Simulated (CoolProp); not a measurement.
Vapour pressure (MPa) of cyclopentane: the reference equation beside estimates from Tc = 511.7 K, pc = 4.583 MPa, ω = 0.202. Clausius-Clapeyron is anchored at 314.5 K with a constant enthalpy of vaporisation of 27.71 kJ/mol.

Model: reference Helmholtz-energy equation of state, Gedanitz 2015, in CoolProp.

```tsv
T (K)	reference	Clausius-Clapeyron	van der Waals	Redlich-Kwong
302.1	0.04935	0.05021	0.3623	0.07900
314.5	0.07757	0.07757	0.4567	0.1202
326.9	0.1172	0.1159	0.5665	0.1760
339.3	0.1711	0.1683	0.6926	0.2492
351.7	0.2424	0.2379	0.8361	0.3426
364.1	0.3344	0.3286	0.9979	0.4592
376.5	0.4507	0.4442	1.179	0.6018
388.9	0.5950	0.5890	1.380	0.7733
401.3	0.7711	0.7676	1.601	0.9765
413.7	0.9832	0.9846	1.844	1.214
```

Absolute difference from the reference over all 10 rows, mean and median: Clausius-Clapeyron 1.1 and 1.3 %, van der Waals 274.3 and 221.7 %, Redlich-Kwong 40.3 and 39.3 %.
